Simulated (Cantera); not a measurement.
A closed system holds: 1 mol Al, 37 mol N2, 18 mol H2, 1.4 mol HCl, held at 1800 K and 7000 Pa.

Cantera equilibrium calculation (NASA polynomials, part measured and part estimated; ideal gas, pure solids and liquids). Candidate condensed phases: Al, AlCl3, AlN, NH4Cl; 20 gas species. The tables' values for AlCl2 are old estimates; treat these amounts as uncertain. Kinetics and transport are ignored.

Base state: N2 0.650, H2 0.325, AlCl 0.0159, HCl 0.00746, H 0.000771, AlCl2 0.000560, AlCl3 6.07e-5, Al 2.01e-5 (mole fractions); condensed: AlN(s).

Problem. What changes in the equilibrium state with this change: HCl from 1.4 to 3.2 mol?

Solution. 
| species | before | after |
|---|---|---|
| N2 | 0.650 | 0.631 |
| H2 | 0.325 | 0.318 |
| HCl | 0.00746 | 0.0332 |
| AlCl | 0.0159 | 0.0138 |
| AlCl3 | 6.07e-5 | 0.00107 |
| Al | 2.01e-5 | 3.89e-6 |
| Cl | 1.36e-5 | 6.10e-5 |
| AlCl2 | 0.000560 | 0.00219 |
| H | 0.000771 | 0.000763 |
| AlN(s), mol | 0.0622 | 0 |
